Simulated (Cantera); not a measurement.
## Equilibrium for boron, boron nitride and boron oxide: B2O3 + NH3 + N2

A closed system holds: 1 mol B2O3, 0.15 mol NH3, 0.41 mol N2, equilibrated at 79.0 mbar.

Equilibrium computed with Cantera from the NASA thermochemical tables; the gas is ideal and each condensed phase is pure. Candidate condensed phases: B, BN, B2O3, B3O3H3, H2O; 39 gas species. Mutual solubility and eutectic melting of coexisting phases are not modelled. Rates play no part.

From 1348 K to 1723 K the condensed part is BN(s) + B2O3(l). From 1798 K to 1948 K the condensed part is B2O3(l). From 2023 K to 2323 K nothing is condensed. The main B-bearing gas is HBO2 at 1348 K and B2O3 at 2323 K.

| T (K) | x N2 | x B2O3 | x H2 | x HBO2 | x BO | x HBO | x B2O2 | n BN(s) | n B2O3(l) |
|---|---|---|---|---|---|---|---|---|---|
| 1348 | 0.683 | 8.46e-6 | 0.316 | 0.000601 | 1.77e-8 | 3.65e-5 | 4.97e-8 | 0.000604 | 0.999 |
| 1423 | 0.682 | 5.19e-5 | 0.315 | 0.00130 | 1.74e-7 | 0.000141 | 5.84e-7 | 0.000728 | 0.999 |
| 1498 | 0.682 | 0.000264 | 0.314 | 0.00258 | 1.35e-6 | 0.000472 | 5.32e-6 | 0.000934 | 0.998 |
| 1573 | 0.680 | 0.00114 | 0.312 | 0.00475 | 8.55e-6 | 0.00140 | 3.90e-5 | 0.00120 | 0.996 |
| 1648 | 0.676 | 0.00426 | 0.307 | 0.00821 | 4.57e-5 | 0.00375 | 0.000237 | 0.00134 | 0.992 |
| 1723 | 0.665 | 0.0141 | 0.296 | 0.0133 | 0.000211 | 0.00909 | 0.00123 | 0.000755 | 0.980 |
| 1798 | 0.637 | 0.0422 | 0.274 | 0.0237 | 0.000724 | 0.0169 | 0.00399 | 0 | 0.949 |
| 1873 | 0.573 | 0.115 | 0.230 | 0.0430 | 0.00199 | 0.0252 | 0.00925 | 0 | 0.865 |
| 1948 | 0.436 | 0.288 | 0.151 | 0.0684 | 0.00482 | 0.0305 | 0.0182 | 0 | 0.602 |
| 2023 | 0.282 | 0.500 | 0.0754 | 0.0800 | 0.00914 | 0.0262 | 0.0239 | 0 | 0 |
| 2098 | 0.281 | 0.493 | 0.0718 | 0.0841 | 0.0145 | 0.0267 | 0.0235 | 0 | 0 |
| 2173 | 0.280 | 0.485 | 0.0678 | 0.0884 | 0.0219 | 0.0267 | 0.0226 | 0 | 0 |
| 2248 | 0.278 | 0.476 | 0.0634 | 0.0929 | 0.0317 | 0.0261 | 0.0211 | 0 | 0 |
| 2323 | 0.276 | 0.464 | 0.0586 | 0.0975 | 0.0441 | 0.0250 | 0.0192 | 0 | 0 |
x: gas mole fraction; n: condensed amount in mol.
